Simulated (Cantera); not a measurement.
Abatement and gas-phase synthesis: CS2 + H2O + H2

Input: 1 mol CS2, 0.83 mol H2O, 8.3 mol H2, equilibrated at 0.0100 bar.

These are equilibrium values from Cantera (NASA tables, ideal gas, pure condensed phases), not measurements of a reactor. Candidate condensed phases: C, C6H6, C7H8, C8H18, H2O, H2SO4, S; 146 gas species. Ions and electrons are included (thermal ionisation). Rates play no part.

From 2000 K to 5000 K nothing is condensed. The main C-bearing gas is CO throughout.

| T (K) | x H | x H2 | x S | x CO | x S2 | x SH | x C | x O | x CS | x H2S |
|---|---|---|---|---|---|---|---|---|---|---|
| 2000 | 0.0145 | 0.798 | 0.00787 | 0.0750 | 0.0612 | 0.0158 | 8.90e-11 | 5.80e-11 | 0.00783 | 0.0117 |
| 2250 | 0.0640 | 0.742 | 0.0302 | 0.0719 | 0.0491 | 0.0223 | 4.66e-9 | 1.56e-9 | 0.0123 | 0.00531 |
| 2500 | 0.196 | 0.607 | 0.0696 | 0.0653 | 0.0252 | 0.0214 | 1.03e-7 | 2.21e-8 | 0.0128 | 0.00192 |
| 2750 | 0.427 | 0.390 | 0.0954 | 0.0555 | 0.00701 | 0.0125 | 1.60e-6 | 1.44e-7 | 0.0113 | 0.000438 |
| 3000 | 0.665 | 0.177 | 0.0949 | 0.0466 | 0.00141 | 0.00492 | 1.95e-5 | 5.41e-7 | 0.00951 | 6.43e-5 |
| 3250 | 0.796 | 0.0615 | 0.0900 | 0.0418 | 0.000328 | 0.00175 | 0.000173 | 1.61e-6 | 0.00839 | 8.13e-6 |
| 3500 | 0.842 | 0.0203 | 0.0887 | 0.0401 | 9.98e-5 | 0.000669 | 0.00104 | 4.67e-6 | 0.00717 | 1.17e-6 |
| 3750 | 0.855 | 0.00727 | 0.0903 | 0.0395 | 3.78e-5 | 0.000290 | 0.00351 | 1.69e-5 | 0.00457 | 2.09e-7 |
| 4000 | 0.857 | 0.00289 | 0.0925 | 0.0391 | 1.64e-5 | 0.000139 | 0.00621 | 8.63e-5 | 0.00189 | 4.57e-8 |
| 4250 | 0.858 | 0.00128 | 0.0934 | 0.0386 | 7.68e-6 | 7.15e-5 | 0.00782 | 0.000475 | 0.000652 | 1.17e-8 |
| 4500 | 0.857 | 0.000614 | 0.0936 | 0.0369 | 3.85e-6 | 3.91e-5 | 0.00978 | 0.00206 | 0.000255 | 3.46e-9 |
| 4750 | 0.853 | 0.000317 | 0.0932 | 0.0327 | 2.05e-6 | 2.26e-5 | 0.0139 | 0.00609 | 0.000127 | 1.15e-9 |
| 5000 | 0.847 | 0.000174 | 0.0923 | 0.0256 | 1.15e-6 | 1.37e-5 | 0.0207 | 0.0129 | 7.35e-5 | 4.19e-10 |
x: gas mole fraction; nothing condenses.
